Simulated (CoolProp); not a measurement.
Saturation properties of oxygen (Tc = 154.6 K, pc = 50.46 bar, ω = 0.022).

Model: reference Helmholtz-energy equation of state, Schmidt 1985, in CoolProp.

```tsv
T (K)	p (bar)	liquid cp (kJ/(kg K))	surface tension (mN/m)	vapour viscosity (µPa s)
105.4	?	1.770	9.45	8.17
109	5.069	1.798	8.61	8.46
112.5	6.431	1.831	7.81	8.76
116.1	8.093	1.872	7.00	9.07
119.7	10.05	1.922	6.20	9.40
123.2	12.25	?	5.45	9.73
126.8	14.86	2.063	4.69	10.1
130.4	17.84	2.166	3.96	10.5
133.9	21.13	2.302	3.27	10.9
137.5	24.95	2.498	?	11.4
141	29.12	2.787	1.95	12.0
```

Fill in the missing entries.


- 105.4, p (bar): 3.901
- 123.2, liquid cp (kJ/(kg K)): 1.983
- 137.5, surface tension (mN/m): 2.59

It boils at 90.2 K under 1 atm.

Viscosity comes from a separate model (Lemmon 2004). Surface tension comes from a separate correlation (Mulero 2012).
